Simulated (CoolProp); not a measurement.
2000 sccm (0 °C, 1 atm) of nitrogen bubbles through liquid water at 339.6 K and leaves saturated at a total pressure of 0.15 MPa (ideal gas phase). Each further row changes one setting.

Model: reference Helmholtz-energy equation of state, Wagner 2002, in CoolProp.

| case | vapour pressure (kPa) | mole fraction of vapour | delivery (mg/min) | delivery (sccm) | change of delivery for a bath 1 K warmer (%) |
|---|---|---|---|---|---|
| as stated | 26.7 | 0.178 | 348 | 433 | 5.5 |
| bath temperature 344.6 K | 33.2 | 0.221 | 457 | 569 | 5.7 |
| total pressure 0.3 MPa | 26.7 | 0.0890 | 157 | 195 | 5.0 |
